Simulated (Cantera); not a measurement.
Feed: 1 mol MgO, a varied amount of C, 1.4 mol H₂, at 2150 K and 3.70 bar.

Cantera equilibrium calculation (NASA polynomials, part measured and part estimated; ideal gas, pure solids and liquids). Candidate condensed phases: C, C₆H₆, C₇H₈, C₈H₁₈, H₂O, Mg, MgCO₃, MgO, Mg(OH)₂; 116 gas species. The numbers say what is thermodynamically allowed, not how fast it happens.

Task: What share of the Mg ends up in condensed phases as a function of n(C) (mol), at 0.066, 0.13, 0.2, 0.27, 0.34, 0.41, 0.47, 0.54, 0.61, 0.68?

Result: 
| n(C) (mol) | Mg condensed (%) | as |
|---|---|---|
| 0.066 | 93.3 | MgO(s) |
| 0.13 | 86.9 | MgO(s) |
| 0.2 | 80.0 | MgO(s) |
| 0.27 | 73.0 | MgO(s) |
| 0.34 | 66.0 | MgO(s) |
| 0.41 | 59.0 | MgO(s) |
| 0.47 | 53.1 | MgO(s) |
| 0.54 | 46.1 | MgO(s) |
| 0.61 | 39.1 | MgO(s) |
| 0.68 | 32.1 | MgO(s) |
